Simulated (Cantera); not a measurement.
An isothermal, constant-pressure homogeneous reactor starts with H2 : O2 = 0.029 : 1 (molar parts), at 1450 K and 210 Pa. Integrator tolerance rtol = 1e-08.

Computed with Cantera and GRI-Mech 3.0 (53 species, 325 reactions). Radical loss at walls, strong at low pressure, is not modelled.

**Question.** What does this change do: pressure from 210 Pa to 2200 Pa?

**Answer.** 
```json
[
 {"quantity": "x(H2) at 50.0 s", "before": "1.33e-5 (gas-phase equilibrium 6.02e-7)", "after": "1.86e-7 (gas-phase equilibrium 1.86e-7)"},
 {"quantity": "x(O2) at 50.0 s", "before": "0.970 (gas-phase equilibrium 0.971)", "after": "0.971 (gas-phase equilibrium 0.971)"},
 {"quantity": "x(OH) at 50.0 s", "before": "0.000860 (gas-phase equilibrium 0.000183)", "after": "0.000102 (gas-phase equilibrium 0.000102)"},
 {"quantity": "x(HO2) at 50.0 s", "before": "3.40e-8 (gas-phase equilibrium 4.84e-8)", "after": "8.71e-8 (gas-phase equilibrium 8.71e-8)"},
 {"quantity": "x(H2O2) at 50.0 s", "before": "9.81e-10 (gas-phase equilibrium 1.98e-10)", "after": "6.43e-10 (gas-phase equilibrium 6.43e-10)"},
 {"quantity": "x(H) at 50.0 s", "before": "1.70e-5 (gas-phase equilibrium 1.61e-7)", "after": "2.77e-8 (gas-phase equilibrium 2.77e-8)"}
]
```
